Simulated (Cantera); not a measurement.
# Thermodynamics of aluminium nitride and oxide growth, feed Al + HCl + N2 + N2O

Input: 1 mol Al, 4.8 mol HCl, 2.9 mol N2, 26 mol N2O, equilibrated at 0.590 bar.

Equilibrium computed with Cantera from the NASA thermochemical tables; the gas is ideal and each condensed phase is pure. Candidate condensed phases: Al, AlCl3, AlN, Al2O3, H2O, NH4Cl; 45 gas species. Equilibrium is a limit: real reactors are often held back by kinetics, nucleation or transport.

From 1002 °C to 1677 °C the condensed part is Al2O3(s). The main Al-bearing gas is AlCl3 throughout.

| T (°C) | x N2 | x O2 | x HCl | x Cl | x H2O | x Cl2 | n Al2O3(s) |
|---|---|---|---|---|---|---|---|
| 1002 | 0.633 | 0.261 | 0.0780 | 0.00146 | 0.0135 | 0.0128 | 0.500 |
| 1077 | 0.632 | 0.261 | 0.0804 | 0.00260 | 0.0123 | 0.0110 | 0.500 |
| 1152 | 0.631 | 0.261 | 0.0819 | 0.00430 | 0.0114 | 0.00926 | 0.500 |
| 1227 | 0.630 | 0.261 | 0.0827 | 0.00664 | 0.0110 | 0.00763 | 0.500 |
| 1302 | 0.628 | 0.260 | 0.0826 | 0.00960 | 0.0109 | 0.00609 | 0.500 |
| 1377 | 0.627 | 0.259 | 0.0818 | 0.0131 | 0.0112 | 0.00469 | 0.500 |
| 1452 | 0.626 | 0.258 | 0.0802 | 0.0169 | 0.0119 | 0.00351 | 0.500 |
| 1527 | 0.624 | 0.257 | 0.0779 | 0.0208 | 0.0129 | 0.00256 | 0.500 |
| 1602 | 0.623 | 0.255 | 0.0752 | 0.0248 | 0.0141 | 0.00185 | 0.500 |
| 1677 | 0.621 | 0.253 | 0.0721 | 0.0288 | 0.0155 | 0.00133 | 0.500 |
x: gas mole fraction; n: condensed amount in mol.
